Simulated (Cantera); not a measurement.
What does this Cantera script print?

```python
import numpy as np
import cantera as ct

gas = ct.Solution("h2o2.yaml")
gas.TPX = 1225, 680, {'H2': 0.014, 'O2': 1}
reactor = ct.IdealGasConstPressureReactor(gas, energy="off", clone=False)
net = ct.ReactorNet([reactor])
net.rtol, net.atol = 1e-08, 1e-18
show = ['H2', 'O2', 'H', 'H2O', 'O', 'HO2']
times = np.geomspace(2e-06, 1, 10)

steps = ct.SolutionArray(gas, extra=["t"])
rows = []
print(f"{'t/s':>10s}{'T/K':>9s}{'P/Pa':>11s}" + "".join(f"{s:>11s}" for s in show))
for t in times:
    while net.time < t:
        t_next = net.step()
        steps.append(gas.state, t=t_next)
    rows.append([np.interp(t, steps.t, y) for y in (steps.T, steps.P, *steps(*show).X.T)])
    print(f"{t:10.3e}{rows[-1][0]:9.1f}{rows[-1][1]:11.4g}" + "".join(f"{x:11.3e}" for x in rows[-1][2:]))
rate = np.gradient(steps.T, steps.t)
print("integrator steps:", len(steps.t))
if steps.T.max() > steps.T[0] + 200:
    print(f"time of steepest temperature rise: {steps.t[rate.argmax()]:.4e} s")
gas.TPX = 1225, 680, {'H2': 0.014, 'O2': 1}
gas.equilibrate("TP")
print(f"equilibrium (TP): T = {gas.T:.1f} K  " + "  ".join(f"{s} {gas[s].X[0]:.3e}" for s in show))
```

Result:

```
       t/s      T/K       P/Pa         H2         O2          H        H2O          O        HO2
 2.000e-06   1225.0        680  1.381e-02  9.862e-01  2.000e-11  4.147e-16  2.725e-13  2.027e-11
 8.595e-06   1225.0        680  1.381e-02  9.862e-01  8.228e-11  3.157e-14  4.865e-12  8.713e-11
 3.694e-05   1225.0        680  1.381e-02  9.862e-01  2.972e-10  2.260e-12  7.937e-11  3.745e-10
 1.587e-04   1225.0        680  1.381e-02  9.862e-01  7.594e-10  1.253e-10  9.741e-10  1.610e-09
 6.822e-04   1225.0        680  1.381e-02  9.862e-01  2.171e-09  4.725e-09  9.461e-09  6.923e-09
 2.932e-03   1225.0        680  1.381e-02  9.862e-01  5.771e-08  4.164e-07  3.879e-07  3.019e-08
 1.260e-02   1225.0        680  1.636e-03  9.754e-01  1.266e-03  1.038e-02  9.010e-03  8.539e-07
 5.415e-02   1225.0        680  7.381e-05  9.743e-01  6.998e-04  1.283e-02  1.096e-02  5.473e-07
 2.327e-01   1225.0        680  5.559e-05  9.773e-01  4.500e-04  1.307e-02  8.132e-03  4.836e-07
 1.000e+00   1225.0        680  2.181e-05  9.826e-01  1.076e-04  1.349e-02  3.113e-03  3.082e-07
integrator steps: 833
equilibrium (TP): T = 1225.0 K  H2 3.613e-09  O2 9.861e-01  H 2.287e-10  H2O 1.390e-02  O 5.100e-07  HO2 6.013e-09
```

Model: the H2/O2 subset of GRI-Mech 3.0, which has no nitrogen chemistry, integrated in Cantera. Radical loss at walls, strong at low pressure, is not modelled.
